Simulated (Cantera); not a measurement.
Cantera run, input and output.

```python
import numpy as np
import cantera as ct

surf = ct.Interface("diamond.yaml", "diamond_100")
gas, bulk = surf.adjacent["gas"], surf.adjacent["diamond"]
k = surf.kinetics_species_index(bulk.species_names[0])
cover = ["c6HH", "c6H*", "c6*H", "c6**", "c6HM", "c6B"]

rows, drift = [], 0.0
print(f"{'xH':>10s}{'um/h':>11s}" + "".join(f"{s:>11s}" for s in cover))
for v in [0.0001, 0.0002, 0.0004, 0.00079, 0.0016, 0.0031, 0.0063, 0.012, 0.025]:
    T, P, xH, xCH3 = 1198, 1800, v, 0.0013
    gas.TPX = T, P, {"H": xH, "CH3": xCH3, "CH4": 0.0059, "H2": 1 - xH - xCH3 - 0.0059}
    surf.TP = bulk.TP = T, P
    surf.coverages = "c6H*:0.1, c6HH:0.9"
    surf.advance_coverages(100.0)
    before = surf.coverages
    surf.advance_coverages(100.0)
    drift = max(drift, np.max(np.abs(surf.coverages - before) / (surf.coverages + 1e-9)))
    rate = surf.net_production_rates[k] * bulk.mean_molecular_weight / bulk.density * 3.6e9
    rows.append([rate, *surf[cover].coverages])
    print(f"{v:10.4g}{rate:11.4e}" + "".join(f"{x:11.3e}" for x in rows[-1][1:]))
```

Result:

```
        xH       um/h       c6HH       c6H*       c6*H       c6**       c6HM        c6B
    0.0001 1.7056e-01  6.075e-01  2.665e-02  3.425e-01  3.240e-03  4.332e-03  4.628e-10
    0.0002 3.9104e-01  5.368e-01  3.129e-02  4.022e-01  6.340e-03  5.396e-03  1.061e-09
    0.0004 7.6315e-01  4.906e-01  3.425e-02  4.402e-01  1.088e-02  6.382e-03  2.071e-09
   0.00079 1.3030e+00  4.639e-01  3.591e-02  4.615e-01  1.618e-02  7.231e-03  3.536e-09
    0.0016 2.0943e+00  4.486e-01  3.683e-02  4.732e-01  2.135e-02  7.852e-03  5.683e-09
    0.0031 3.1829e+00  4.411e-01  3.729e-02  4.791e-01  2.505e-02  8.055e-03  8.637e-09
    0.0063 5.0028e+00  4.371e-01  3.757e-02  4.826e-01  2.764e-02  7.759e-03  1.358e-08
     0.012 7.5127e+00  4.356e-01  3.777e-02  4.848e-01  2.905e-02  6.981e-03  2.039e-08
     0.025 1.1409e+01  4.355e-01  3.798e-02  4.868e-01  2.998e-02  5.561e-03  3.096e-08
```

Detailed kinetics in Cantera: the Harris–Goodwin 1993 mechanism for the reconstructed diamond (100) surface.
